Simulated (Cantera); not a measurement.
Input (Python, Cantera):

```python
import numpy as np
import cantera as ct

gas = ct.Solution("h2o2.yaml")
gas.TPX = 1300, 170, {'H2': 0.035, 'O2': 1, 'H2O': 0.0017}
reactor = ct.IdealGasConstPressureReactor(gas, energy="off", clone=False)
net = ct.ReactorNet([reactor])
net.rtol, net.atol = 1e-08, 1e-18
show = ['H2', 'O2', 'OH', 'H2O', 'O', 'H']
times = np.geomspace(0.0006, 70, 9)

steps = ct.SolutionArray(gas, extra=["t"])
rows = []
print(f"{'t/s':>10s}{'T/K':>9s}{'P/Pa':>11s}" + "".join(f"{s:>11s}" for s in show))
for t in times:
    while net.time < t:
        t_next = net.step()
        steps.append(gas.state, t=t_next)
    rows.append([np.interp(t, steps.t, y) for y in (steps.T, steps.P, *steps(*show).X.T)])
    print(f"{t:10.3e}{rows[-1][0]:9.1f}{rows[-1][1]:11.4g}" + "".join(f"{x:11.3e}" for x in rows[-1][2:]))
rate = np.gradient(steps.T, steps.t)
print("integrator steps:", len(steps.t))
if steps.T.max() > steps.T[0] + 200:
    print(f"time of steepest temperature rise: {steps.t[rate.argmax()]:.4e} s")
gas.TPX = 1300, 170, {'H2': 0.035, 'O2': 1, 'H2O': 0.0017}
gas.equilibrate("TP")
print(f"equilibrium (TP): T = {gas.T:.1f} K  " + "  ".join(f"{s} {gas[s].X[0]:.3e}" for s in show))
```

Result:

```
       t/s      T/K       P/Pa         H2         O2         OH        H2O          O          H
 6.000e-04   1300.0        170  3.376e-02  9.646e-01  8.373e-09  1.640e-03  9.366e-09  6.701e-09
 2.579e-03   1300.0        170  3.376e-02  9.646e-01  1.213e-07  1.640e-03  1.569e-07  5.192e-08
 1.109e-02   1300.0        170  3.316e-02  9.641e-01  2.435e-04  2.065e-03  3.265e-04  9.902e-05
 4.767e-02   1300.0        170  4.339e-04  9.350e-01  3.349e-03  3.154e-02  2.613e-02  3.516e-03
 2.049e-01   1300.0        170  4.211e-04  9.360e-01  3.301e-03  3.168e-02  2.530e-02  3.352e-03
 8.810e-01   1300.0        170  3.725e-04  9.395e-01  3.110e-03  3.220e-02  2.210e-02  2.750e-03
 3.788e+00   1300.0        170  2.297e-04  9.492e-01  2.455e-03  3.361e-02  1.319e-02  1.282e-03
 1.628e+01   1300.0        170  5.586e-05  9.603e-01  1.218e-03  3.520e-02  3.100e-03  1.477e-04
 7.000e+01   1300.0        170  5.498e-06  9.635e-01  3.828e-04  3.580e-02  3.012e-04  4.496e-06
integrator steps: 1076
equilibrium (TP): T = 1300.0 K  H2 7.766e-08  O2 9.640e-01  OH 4.554e-05  H2O 3.599e-02  O 4.240e-06  H 7.527e-09
```

Cantera simulation using the H2/O2 subset of GRI-Mech 3.0, which has no nitrogen chemistry; the numbers are that mechanism's predictions, not measurements. Radical loss at walls, strong at low pressure, is not modelled. The temperature is held fixed by assumption; the heat of reaction is taken as removed at once.
